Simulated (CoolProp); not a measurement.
Vapour-liquid equilibrium of R125 (1) + R1234yf (2) at -38.75 °C; x and y are mole fractions of (1).

Model: multi-fluid Helmholtz-energy mixture model, Lemmon 2005 and Lemmon 2022; pair parameters Bell 2023, in CoolProp.

```tsv
x	bubble pressure (MPa)	y at the bubble point	dew pressure at overall composition x (MPa)	liquid density (mol/L)
0.05	?	0.110	0.06811	11.34
0.2	0.08438	0.366	0.07499	11.47
0.35	0.09794	0.552	?	11.61
0.5	0.1114	0.694	0.09373	11.75
0.65	0.1250	?	0.1069	11.91
0.8	0.1386	0.899	?	12.08
0.95	0.1523	0.977	?	12.26
```

**Question.** Fill in the missing entries.

**Answer.** 
- 0.05, bubble pressure (MPa): 0.07069
- 0.35, dew pressure at overall composition x (MPa): 0.08336
- 0.65, y at the bubble point: 0.807
- 0.8, dew pressure at overall composition x (MPa): 0.1240
- 0.95, dew pressure at overall composition x (MPa): 0.1472

No azeotrope shows between x = 0.05 and 0.95.

Pair parameters are fitted to limited data, so mixtures are less certain than the pure fluids.
